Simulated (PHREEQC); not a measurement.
A column of 0.1 m (30 cells, dispersivity 0.005 m, 720 s a shift, diffusion coefficient 3e-10 m²/s) holds 0.0023 eq of the database's cation exchanger X per kg of pore water, first in equilibrium with 1.7 mmol/kgw KCl and 0.01 mmol/kgw HCl. It is flushed with 0.00047 mol/kgw SrCl2, 0.00064 mol/kgw CuCl2 and 1e-05 mol/kgw HCl, at 15 °C. Values are for the last cell. No CO2 enters from the air. No solid was allowed to form.

Equilibrium calculation in PHREEQC: ion-association model, phreeqc.dat.

| pore volumes | Cu in solution (mol/kgw) | Sr in solution (mol/kgw) | K in solution (mol/kgw) | Cl in solution (mol/kgw) |
|---|---|---|---|---|
| 0 | 0 | 0 | 0.00170 | 0.00171 |
| 0.1833 | 0 | 0 | 0.00170 | 0.00171 |
| 0.35 | 0 | 0 | 0.00170 | 0.00171 |
| 0.6833 | 0 | 0 | 0.00177 | 0.00178 |
| 0.85 | 0 | 0 | 0.00189 | 0.00190 |
| 1.017 | 0 | 0 | 0.00200 | 0.00201 |
| 1.35 | 0 | 0 | 0.00215 | 0.00216 |
| 1.517 | 8.46e-12 | 0 | 0.00218 | 0.00219 |
| 1.683 | 3.70e-8 | 1.51e-10 | 0.00220 | 0.00221 |
| 1.85 | 0.000102 | 3.02e-6 | 0.00200 | 0.00222 |
| 2.017 | 0.000596 | 7.91e-5 | 0.000866 | 0.00223 |
| 2.35 | 0.000754 | 0.000262 | 0.000188 | 0.00223 |
| 2.517 | 0.000742 | 0.000322 | 9.06e-5 | 0.00223 |
| 2.683 | 0.000722 | 0.000366 | 4.41e-5 | 0.00223 |
| 3.017 | 0.000686 | 0.000418 | 1.06e-5 | 0.00223 |
| 3.183 | 0.000674 | 0.000434 | 5.23e-6 | 0.00223 |
| 3.35 | 0.000664 | 0.000444 | 2.59e-6 | 0.00223 |
| 3.517 | 0.000657 | 0.000452 | 1.28e-6 | 0.00223 |
| 3.683 | 0.000652 | 0.000457 | 6.36e-7 | 0.00223 |
| 4.017 | 0.000646 | 0.000464 | 1.57e-7 | 0.00223 |
| 4.183 | 0.000644 | 0.000466 | 7.81e-8 | 0.00223 |
| 4.35 | 0.000643 | 0.000467 | 3.89e-8 | 0.00223 |
| 4.683 | 0.000642 | 0.000468 | 9.65e-9 | 0.00223 |
| 4.85 | 0.000641 | 0.000469 | 4.81e-9 | 0.00223 |
| 5.017 | 0.000641 | 0.000469 | 2.40e-9 | 0.00223 |

Species that the database lacks are ignored.
